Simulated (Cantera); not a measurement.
## Ignition delay

Mixture: CH4 : C2H6 : O2 : N2 : CO2 = 1 : 0.22 : 5.04 : 18.9 : 0.65 (molar parts), equivalence ratio 0.55, at 100000 Pa, adiabatic and at constant pressure. Ignition delay is the time to a rise of 400 K.

Cantera simulation using GRI-Mech 3.0 (53 species, 325 reactions); the numbers are that mechanism's predictions, not measurements.

```
T0 (K)  delay (ms)
------  ----------
1075          25.9
1125          9.44
1175          3.98
1225          1.93
1275          1.05
1325         0.619
1375         0.389
```

```yaml
apparent activation energy between 1275 and 1375 K: 140 kJ/mol
```
